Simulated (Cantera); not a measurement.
Input: 1 mol PbCl2, 6.7 mol H2, equilibrated at 1073 K and 750 Torr.

These are equilibrium values from Cantera (NASA tables, ideal gas, pure condensed phases), not measurements of a reactor. Candidate condensed phases: Pb, PbCl2; 10 gas species. The tables' values for PbCl4 are old estimates; treat these amounts as uncertain. The numbers say what is thermodynamically allowed, not how fast it happens.

Base state: H2 0.779, HCl 0.188, PbCl2 0.0251, PbCl4 0.00476, PbCl 0.00361, Pb 7.31e-5 (mole fractions); condensed: Pb(l).

Q: What changes in the equilibrium state with this change: temperature from 1073 K to 1575 K?

A: 
```
species      before    after
----------  -------  -------
H2            0.779    0.734
HCl           0.188    0.145
PbCl        0.00361   0.0681
Pb          7.31e-5   0.0386
PbCl2        0.0251   0.0137
Pb2           <1e-9  2.01e-5
H           1.24e-8  3.56e-5
PbCl4       0.00476  3.01e-6
Pb(l), mol    0.743        0
```
